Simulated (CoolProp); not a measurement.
Computed with CoolProp (reference Helmholtz-energy equation of state, Lemmon 2006). It is a short technical equation, of lower accuracy than the large ones.

**Question.** For n-nonane, give the phase and the cp (kJ/(kg K)), conductivity (mW/(m K)) at 326.85 °C and 0.934 bar; 326.85 °C and 4.84 bar; 326.85 °C and 57 bar.

**Answer.** 
- 326.85 °C and 0.934 bar: gas; cp 2.86, conductivity 41.0
- 326.85 °C and 4.84 bar: gas; cp 2.91, conductivity 41.8
- 326.85 °C and 57 bar: supercritical; cp 3.51, conductivity 76.9

Thermal conductivity comes from a separate model (Huber 2005).
